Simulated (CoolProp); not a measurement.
500 sccm (0 °C, 1 atm) of nitrogen bubbles through liquid n-perfluorohexane at 301.5 K and leaves saturated at a total pressure of 0.15 MPa (ideal gas phase). Each further row changes one setting.

Values from CoolProp's reference Helmholtz-energy equation of state, Gao 2022.

```json
[
 {"case": "as stated", "vapour pressure (kPa)": "34.0", "mole fraction of vapour": "…", "delivery (mg/min)": "…", "delivery (sccm)": "146", "change of delivery for a bath 1 K warmer (%)": "…"},
 {"case": "bath temperature 306.5 K", "vapour pressure (kPa)": "…", "mole fraction of vapour": "…", "delivery (mg/min)": "…", "delivery (sccm)": "194", "change of delivery for a bath 1 K warmer (%)": "…"},
 {"case": "total pressure 0.3 MPa", "vapour pressure (kPa)": "34.0", "mole fraction of vapour": "0.113", "delivery (mg/min)": "…", "delivery (sccm)": "63.9", "change of delivery for a bath 1 K warmer (%)": "4.9"}
]
```

Fill in the missing entries.


- as stated, mole fraction of vapour: 0.227
- as stated, delivery (mg/min): 2210
- as stated, change of delivery for a bath 1 K warmer (%): 5.7
- bath temperature 306.5 K, vapour pressure (kPa): 41.9
- bath temperature 306.5 K, mole fraction of vapour: 0.279
- bath temperature 306.5 K, delivery (mg/min): 2920
- bath temperature 306.5 K, change of delivery for a bath 1 K warmer (%): 5.8
- total pressure 0.3 MPa, delivery (mg/min): 963
